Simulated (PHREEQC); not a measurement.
Consider water at 53 °C with 0.0032 mol H3BO3 and 0.68 mol K2HPO4 per kg of water. Closed to the air; pH follows from the charge balance.

Computed with PHREEQC (ion-association model, wateq4f.dat).

Each row changes one thing in this solution. No solid was allowed to form.

```json
[
 {"case": "as made", "pH": "8.60", "ionic strength (mol/kgw)": "1.75"},
 {"case": "H3BO3 left out", "pH": "8.73", "ionic strength (mol/kgw)": "1.75"},
 {"case": "K2HPO4 replaced by KNO3 at the same molality", "pH": "5.66", "ionic strength (mol/kgw)": "0.680"},
 {"case": "H3BO3 from 0.0032 to 0.0064 mol/kgw", "pH": "[?]", "ionic strength (mol/kgw)": "1.75"},
 {"case": "K2HPO4 left out", "pH": "[?]", "ionic strength (mol/kgw)": "1.73e-6"}
]
```

Complete the blanks.


- H3BO3 from 0.0032 to 0.0064 mol/kgw, pH: 8.51
- K2HPO4 left out, pH: 5.76

The ionic strength passes 0.7 mol/kgw, the rough limit of the ion-association models, in as made; H3BO3 left out; H3BO3 from 0.0032 to 0.0064 mol/kgw. Species that the database lacks are ignored. H3PO4, which wateq4f.dat lacks, is added to it with the constant of phreeqc.dat. Constants without temperature data keep their 25 °C values here.
